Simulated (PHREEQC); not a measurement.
Alkaline etch or developer: speciation

Solution (25 °C): 9.6 mmol/kgw NH3 and 0.0045 mmol/kgw CO2. Closed to the air; pH follows from the charge balance.

Model: ion-association model, wateq4f.dat, run in PHREEQC.

| Property | Value |
|---|---|
| pH | 10.60 |
| ionic strength | 0.000418 mol/kgw |
| total alkalinity | 9.60 meq/kg |

| species | molality | activity | log γ |
|---|---|---|---|
| NH3 | 0.00919 | 0.00919 | 0.000 |
| NH4+ | 0.000415 | 0.000405 | -0.010 |
| OH- | 0.000407 | 0.000398 | -0.010 |
| CO3-2 | 3.00e-6 | 2.73e-6 | -0.040 |
| HCO3- | 1.50e-6 | 1.47e-6 | -0.010 |

This is a speciation only: nothing precipitates in the calculation.
